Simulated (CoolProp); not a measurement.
The numbers come from the reference Helmholtz-energy equation of state, Lemmon 2013 in CoolProp.

Q: For propylene, give the phase and the viscosity (µPa s), fugacity coefficient at 53.75 °C and 3.5 MPa; 53.75 °C and 17.5 MPa; 53.75 °C and 22.8 MPa.

A: 
- 53.75 °C and 3.5 MPa: liquid; viscosity 74.4, fugacity coefficient 0.509
- 53.75 °C and 17.5 MPa: liquid; viscosity 97.1, fugacity coefficient 0.159
- 53.75 °C and 22.8 MPa: liquid; viscosity 104, fugacity coefficient 0.143

Viscosity comes from a separate model (Huber 2003), an estimate that may be off by 10 % or more.
